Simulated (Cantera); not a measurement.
What does this Cantera script print?

```python
import numpy as np
import cantera as ct

gas_names = """
    H HNO HNO2 HNO3 HO2 H2 H2O H2O2 N NH NH2 NH3 NH2OH NO NO2 NO3 N2 N2H2 N2H4 N2O O OH O2 O3 Si SiH
    SiH2 SiH3 SiH4 SiN SiO SiO2 Si2 Si2N Si3
""".split()
cond_names = """
    H2O(s) H2O(L) Si(cr) Si(L) SiO2(Lqz) SiO2(hqz) SiO2(L) Si2N2O(s) Si3N4(a)
""".split()


# ... load() reads the species with a 1 bar reference pressure and builds the phases ...
atoms = {
    'Si2H6': {'Si': 2, 'H': 6},
    'NO': {'N': 1, 'O': 1},
    'N2': {'N': 2},
}
top_T = {'Si2N2O(s)': 2100, 'Si3N4(a)': 2400}  # K; cautious upper limits of use, not melting points


# ... equilibrate(T, P, feed) seeds the gas with the atoms and calls Mixture.equilibrate('TP', solver="vcs", rtol=1e-11, max_steps=5000) ...
results = []
feed = {'Si2H6': 1, 'NO': 1, 'N2': 180}  # mol
P = 2500  # Pa
for T in [723, 823, 923, 1023, 1123, 1223, 1323, 1423, 1523, 1623, 1723, 1823, 1923, 2023]:
    mix = equilibrate(T, P, feed)
    results.append((T, P, feed, dict(zip(mix.species_names, mix.species_moles))))

top = {s: max(r[3][s] / sum(r[3][g] for g in gas_names) for r in results) for s in gas_names}
cols = sorted((s for s in top if top[s] > 1e-05), key=lambda s: -top[s])[:7]
seen = [c for c in cond_names if any(r[3].get(c, 0) > 1e-12 for r in results)]
print("log10 of partial pressures in bar; condensed amounts in mol")
print(f"{'T/K':>10s}" + "".join(f"{s[:9]:>10s}" for s in cols + seen))
for T, P, feed, n in results:
    ng = sum(n[g] for g in gas_names)
    print(f"{T:10.4g}" + "".join(f"{np.log10(max(n[s] / ng * P / 1e5, 1e-99)):10.3f}" for s in cols)
          + "".join(f"{n.get(c, 0):10.4g}" for c in seen))
```

Result:

```
log10 of partial pressures in bar; condensed amounts in mol
       T/K        N2        H2       SiO        Si         H      Si2N       SiN     Si(L) Si2N2O(s)  Si3N4(a)
       723    -1.609    -3.386   -28.919   -35.834   -14.767   -45.391   -33.556         0         1 1.373e-11
       823    -1.609    -3.386   -23.728   -29.704   -12.828   -37.548   -28.121         0         1 1.006e-11
       923    -1.609    -3.386   -19.676   -24.906   -11.305   -31.414   -23.869         0         1 1.476e-11
      1023    -1.609    -3.386   -16.426   -21.052   -10.076   -26.487   -20.454         0         1 7.283e-11
      1123    -1.609    -3.386   -13.764   -17.888    -9.064   -22.446   -17.653         0         1 5.432e-10
      1223    -1.609    -3.386   -11.544   -15.247    -8.215   -19.074   -15.314         0         1 9.644e-09
      1323    -1.609    -3.386    -9.666   -13.009    -7.493   -16.220   -13.333         0         1 5.359e-07
      1423    -1.609    -3.386    -8.057   -11.089    -6.871   -13.773   -11.635         0    0.9999 2.134e-05
      1523    -1.609    -3.386    -6.664    -9.425    -6.329   -11.655   -10.163         0    0.9984 0.0005262
      1623    -1.609    -3.387    -5.447    -7.969    -5.854    -9.804    -8.875         0    0.9739  0.008666
      1723    -1.610    -3.389    -4.375    -6.685    -5.434    -8.173    -7.740         0    0.6911    0.1024
      1823    -1.612    -3.394    -3.867    -5.543    -5.060    -6.725    -6.732         0         0    0.3247
      1923    -1.612    -3.402    -3.869    -4.770    -4.727    -5.927    -6.078    0.8459         0         0
      2023    -1.613    -3.413    -3.869    -4.245    -4.428    -5.550    -5.659     0.503         0         0
```

Method: chemical equilibrium by Gibbs-energy minimisation in Cantera with the NASA 1993 tables (ideal gas, pure condensed phases). The feed counts by its element totals alone. Mutual solubility and eutectic melting of coexisting phases are not modelled. The tables' values for SiN are old estimates; treat these amounts as uncertain.
